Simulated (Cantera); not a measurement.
## Transport properties of process gases

Gas mixture: C3H8 = 0.13 (molar parts), at 0.000118 atm, frozen composition.

Cantera's kinetic-theory transport with the Lennard-Jones parameters of GRI-Mech 3.0, ideal gas; thermal conductivity in the multicomponent form. The composition is frozen, though it would react at the higher temperatures.

```json
[
 {"T (K)": "400", "ρ (kg/m³)": "0.000159", "cp (J/kg/K)": "2134", "μ (µPa s)": "10.9", "λ (mW/m/K)": "30.6", "Pr": "0.758", "D (cm²/s) H": "9570", "D (cm²/s) NO": "1600", "D (cm²/s) N2": "1630"},
 {"T (K)": "550", "ρ (kg/m³)": "0.000116", "cp (J/kg/K)": "2739", "μ (µPa s)": "14.4", "λ (mW/m/K)": "51.9", "Pr": "0.759", "D (cm²/s) H": "17000", "D (cm²/s) NO": "2820", "D (cm²/s) N2": "2880"},
 {"T (K)": "700", "ρ (kg/m³)": "9.09e-5", "cp (J/kg/K)": "3237", "μ (µPa s)": "17.5", "λ (mW/m/K)": "74.8", "Pr": "0.759", "D (cm²/s) H": "26000", "D (cm²/s) NO": "4280", "D (cm²/s) N2": "4370"},
 {"T (K)": "850", "ρ (kg/m³)": "7.49e-5", "cp (J/kg/K)": "3634", "μ (µPa s)": "20.3", "λ (mW/m/K)": "97.6", "Pr": "0.758", "D (cm²/s) H": "36500", "D (cm²/s) NO": "5970", "D (cm²/s) N2": "6090"},
 {"T (K)": "1000", "ρ (kg/m³)": "6.36e-5", "cp (J/kg/K)": "3960", "μ (µPa s)": "23.0", "λ (mW/m/K)": "120", "Pr": "0.756", "D (cm²/s) H": "48200", "D (cm²/s) NO": "7860", "D (cm²/s) N2": "8020"},
 {"T (K)": "1150", "ρ (kg/m³)": "5.53e-5", "cp (J/kg/K)": "4195", "μ (µPa s)": "25.4", "λ (mW/m/K)": "141", "Pr": "0.755", "D (cm²/s) H": "61100", "D (cm²/s) NO": "9950", "D (cm²/s) N2": "10200"},
 {"T (K)": "1300", "ρ (kg/m³)": "4.90e-5", "cp (J/kg/K)": "4401", "μ (µPa s)": "27.7", "λ (mW/m/K)": "162", "Pr": "0.754", "D (cm²/s) H": "75100", "D (cm²/s) NO": "12200", "D (cm²/s) N2": "12500"},
 {"T (K)": "1450", "ρ (kg/m³)": "4.39e-5", "cp (J/kg/K)": "4580", "μ (µPa s)": "29.8", "λ (mW/m/K)": "182", "Pr": "0.752", "D (cm²/s) H": "90300", "D (cm²/s) NO": "14700", "D (cm²/s) N2": "15000"}
]
```
D: mixture-averaged diffusion coefficient of that species in the mixture.
